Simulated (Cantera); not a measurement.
Charge: 1 mol Cu2O, 15 mol CO, 0.24 mol N2, equilibrated at 105 Torr.

Cantera equilibrium calculation (NASA polynomials, part measured and part estimated; ideal gas, pure solids and liquids). Candidate condensed phases: C, Cu, CuO, Cu2O; 27 gas species. Rates play no part.

x: gas mole fraction; n: condensed amount in mol.

```
T (K)   x CO    x Cu   x CO2    x N2     x Cu2      x O     x NO  n Cu(l)
-----  -----  ------  ------  ------  --------  -------  -------  -------
1948   0.901  0.0187  0.0644  0.0155   6.44e-5  1.92e-7  3.26e-7     1.71
1973   0.897  0.0238  0.0640  0.0154   8.97e-5  2.91e-7  4.35e-7     1.62
1998   0.891  0.0302  0.0636  0.0153  0.000124  4.37e-7  5.74e-7     1.52
2023   0.884       ?  0.0631  0.0151         ?        ?        ?        ?
2048   0.875  0.0475  0.0625  0.0150  0.000230  9.57e-7  9.79e-7     1.23
2073   0.864  0.0591  0.0617  0.0148  0.000310  1.40e-6  1.26e-6     1.03
2098   0.851       ?  0.0608  0.0146         ?        ?        ?        ?
2123   0.835  0.0901  0.0597  0.0143  0.000551  2.89e-6  2.06e-6    0.472
2148   0.817   0.110  0.0583  0.0140  0.000726  4.11e-6  2.59e-6   0.0833
2173   0.813   0.115  0.0580  0.0139  0.000691  5.79e-6  3.28e-6        0
2198   0.813   0.115  0.0580  0.0139  0.000612  8.09e-6  4.14e-6        0
2223   0.813   0.115  0.0580  0.0139  0.000544  1.12e-5  5.19e-6        0
```

### Question
Fill in the missing entries.

### Answer

- 2023, x Cu: 0.0380
- 2023, x Cu2: 0.000170
- 2023, x O: 6.50e-7
- 2023, x NO: 7.53e-7
- 2023, n Cu(l): 1.39
- 2098, x Cu: 0.0732
- 2098, x Cu2: 0.000415
- 2098, x O: 2.02e-6
- 2098, x NO: 1.62e-6
- 2098, n Cu(l): 0.782
